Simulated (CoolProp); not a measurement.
The numbers come from the reference Helmholtz-energy equation of state, de Reuck 1990 in CoolProp.

**Question.** For fluorine, give the phase and the speed of sound (m/s), Joule-Thomson coefficient (K/MPa) at -194.45 °C and 0.662 MPa; 8.45 °C and 0.662 MPa.

**Answer.** 
- -194.45 °C and 0.662 MPa: liquid; speed of sound 887, Joule-Thomson coefficient -0.286
- 8.45 °C and 0.662 MPa: gas; speed of sound 290, Joule-Thomson coefficient 2.12
